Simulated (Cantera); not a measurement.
Feed: 1 mol SiH₂Cl₂, 0.0041 mol Cl₂, 11 mol N₂, at 950 °C and 1.00 bar.

Cantera equilibrium calculation (NASA polynomials, part measured and part estimated; ideal gas, pure solids and liquids). Candidate condensed phases: NH₄Cl, Si, Si₃N₄; 28 gas species. N₂ is the only nitrogen source here; it is nearly inert below about 1500 K, so the nitride shown seldom forms there in practice. The tables' values for SiCl₃ are old estimates; treat these amounts as uncertain. Kinetics and transport are ignored.

Base state: N₂ 0.853, HCl 0.0993, H₂ 0.0317, SiCl₄ 0.0158, SiCl₃ 0.000158, SiHCl₃ 0.000156, SiCl₂ 1.25e-5 (mole fractions); condensed: Si₃N₄(s).

What changes in the equilibrium state with this change: temperature from 950 °C to 1425 °C?


```
species          before     after
-------------  --------  --------
N₂                0.853     0.847
HCl              0.0993    0.0942
H₂               0.0317    0.0331
SiCl₂           1.25e-5    0.0142
SiCl₄            0.0158   0.00497
SiCl₃          0.000158   0.00596
H               5.36e-8   2.63e-5
Cl              1.44e-7   5.83e-5
SiHCl₃         0.000156  0.000335
Si₃N₄(s), mol     0.267     0.228
```
